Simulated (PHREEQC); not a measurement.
A solution holds 126 mmol/kgw BaBr2, at 25 °C. Closed to the air; pH follows from the charge balance.

Model: ion-association model, phreeqc.dat, run in PHREEQC.

This is a speciation only: nothing precipitates in the calculation.

Problem. Predict the activity of water.

Solution. activity of water 0.994.

Species that the database lacks are ignored.
